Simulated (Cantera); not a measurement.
An isothermal, constant-pressure homogeneous reactor starts with H2 : O2 : N2 = 0.67 : 1 : 14 (molar parts), equivalence ratio 0.34, at 948 K and 20000 Pa. Integrator tolerance rtol = 1e-08.

Model: GRI-Mech 3.0 (53 species, 325 reactions), integrated in Cantera. Below about 950 K walls govern HO2 and H2O2 in real vessels. The temperature is held fixed by assumption; the heat of reaction is taken as removed at once.

Q: What does this change do: temperature 948 to 800 K?

A: 
```csv
quantity,before,after
x(H2) at 100 s,3.55e-11 (gas-phase equilibrium 8.05e-12),0.0308 (gas-phase equilibrium <1e-12)
x(O2) at 100 s,0.0434 (gas-phase equilibrium 0.0434),0.0580 (gas-phase equilibrium 0.0434)
x(HO2) at 100 s,4.53e-11 (gas-phase equilibrium 5.24e-11),4.36e-6 (gas-phase equilibrium 2.32e-12)
x(N2O) at 100 s,1.23e-8 (gas-phase equilibrium 3.52e-10),3.94e-10 (gas-phase equilibrium 5.10e-11)
x(H2O2) at 100 s,3.61e-11 (gas-phase equilibrium 5.68e-12),0.000172 (gas-phase equilibrium <1e-12)
```

Q: What does this change do: temperature 948 to 775 K?

A: 
```
quantity                                             before                                      after
----------------  -----------------------------------------  -----------------------------------------
x(H2) at 100 s    3.55e-11 (gas-phase equilibrium 8.05e-12)      0.0427 (gas-phase equilibrium <1e-12)
x(O2) at 100 s        0.0434 (gas-phase equilibrium 0.0434)      0.0638 (gas-phase equilibrium 0.0434)
x(HO2) at 100 s   4.53e-11 (gas-phase equilibrium 5.24e-11)   9.23e-7 (gas-phase equilibrium 1.22e-12)
x(N2O) at 100 s    1.23e-8 (gas-phase equilibrium 3.52e-10)  3.97e-12 (gas-phase equilibrium 3.43e-11)
x(H2O2) at 100 s  3.61e-11 (gas-phase equilibrium 5.68e-12)     2.26e-5 (gas-phase equilibrium <1e-12)
```
